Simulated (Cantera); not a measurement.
Feed: 1 mol B2H6, 0.48 mol NH3, 4.6 mol N2, at 2350 K.

Equilibrium computed with Cantera from the NASA thermochemical tables; the gas is ideal and each condensed phase is pure. Candidate condensed phases: B, BN; 15 gas species. The feed counts by its element totals alone. The tables' values for BH2 are old estimates; treat these amounts as uncertain. Rates play no part.

log p: log10 of the partial pressure in bar; n: condensed amount in mol.

| P (Pa) | log p N2 | log p H2 | log p H | log p B | log p BH2 | log p BN | n B(l) | n BN(s) |
|---|---|---|---|---|---|---|---|---|
| 10 | -4.43 | -5.03 | -4.42 | -4.82 | -7.71 | -7.33 | 0 | 0 |
| 28 | -3.91 | -4.30 | -4.05 | -4.73 | -6.89 | -6.98 | 1.25 | 0 |
| 77 | -3.43 | -3.70 | -3.75 | -4.73 | -6.29 | -6.74 | 1.75 | 0 |
| 220 | -2.94 | -3.15 | -3.48 | -4.73 | -5.74 | -6.50 | 1.91 | 0 |
| 600 | -2.49 | -2.66 | -3.24 | -4.73 | -5.25 | -6.27 | 1.96 | 0 |
| 1700 | -2.03 | -2.18 | -2.99 | -4.73 | -4.77 | -6.04 | 1.98 | 0 |
| 4600 | ? | ? | ? | ? | -4.44 | -6.03 | 0 | 1.99 |
| 13000 | ? | ? | ? | ? | -4.21 | -6.03 | 0 | 2.00 |
| 36000 | -0.74 | -0.76 | -2.28 | -5.36 | -3.98 | -6.03 | 0 | 2.00 |
| 100000 | -0.30 | -0.31 | -2.06 | -5.58 | -3.76 | -6.03 | 0 | 2.00 |

Problem. What belongs in the gaps?

Solution. 
- 13000, log p N2: -1.19
- 13000, log p H2: -1.21
- 13000, log p H: -2.51
- 13000, log p B: -5.14
- 4600, log p N2: -1.64
- 4600, log p H2: -1.67
- 4600, log p H: -2.74
- 4600, log p B: -4.91
